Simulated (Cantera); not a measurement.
Dilute partial oxidation

An isothermal, constant-pressure homogeneous reactor starts with CH2O : O2 : N2 : H2 = 0.0027 : 0.0044 : 1 : 0.0046 (molar parts), at 1375 K and 100000 Pa.

Computed with Cantera and GRI-Mech 3.0 (53 species, 325 reactions).

| t (s) | x CH2O | x O2 | x N2O | x CO | x C2H2 |
|---|---|---|---|---|---|
| 3.00e-6 | 0.00267 | 0.00435 | <1e-12 | 1.97e-8 | <1e-12 |
| 1.06e-5 | 0.00267 | 0.00435 | <1e-12 | 1.31e-7 | <1e-12 |
| 3.74e-5 | 0.00267 | 0.00435 | <1e-12 | 1.03e-6 | <1e-12 |
| 0.000132 | 0.00266 | 0.00435 | 1.33e-11 | 1.02e-5 | <1e-12 |
| 0.000467 | 0.00232 | 0.00429 | 5.22e-10 | 0.000350 | <1e-12 |
| 0.00165 | 3.67e-11 | 0.00109 | 5.25e-8 | 0.00179 | <1e-12 |
| 0.00583 | 7.15e-12 | 0.000297 | 3.10e-8 | 0.000758 | <1e-12 |
| 0.0206 | 1.67e-12 | 4.21e-5 | 1.26e-8 | 0.000514 | <1e-12 |
| 0.0727 | <1e-12 | 2.65e-6 | 3.21e-9 | 0.000483 | <1e-12 |
| 0.257 | <1e-12 | 1.41e-7 | 1.46e-9 | 0.000485 | <1e-12 |
| 0.907 | <1e-12 | 7.69e-9 | 1.85e-9 | 0.000487 | <1e-12 |
| 3.21 | <1e-12 | 4.75e-10 | 1.18e-9 | 0.000487 | <1e-12 |
| 11.3 | <1e-12 | 4.68e-11 | 4.82e-10 | 0.000487 | <1e-12 |
| 40.0 | <1e-12 | 1.76e-11 | 2.86e-10 | 0.000487 | <1e-12 |
x: mole fraction; the columns are a selection and need not sum to one.

Equilibrium at this temperature and pressure: CH2O <1e-12, O2 8.19e-12, N2O <1e-12, CO 0.000486, C2H2 <1e-12 (gas phase only).
